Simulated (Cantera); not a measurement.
**Reactions in the system F-S-Si**

Source: NASA polynomial tables (part measured, part estimated), evaluated in Cantera. Values are per mole of reaction as written; species without (g) are pure solids or liquids, kept so even where they would boil at 1 bar.

SF₄(g) + Si ⇌ SiF₄(g) + S

```tsv
T (K)	ΔH° (kJ)	ΔS° (J/K)	ΔG° (kJ)	log10 K
475	-848.9	3.7	-850.6	93.54
625	-847.3	6.6	-851.4	71.16
775	-846.7	7.4	-852.5	57.46
925	-846.0	8.2	-853.6	48.20
1075	-845.4	8.9	-854.9	41.54
```
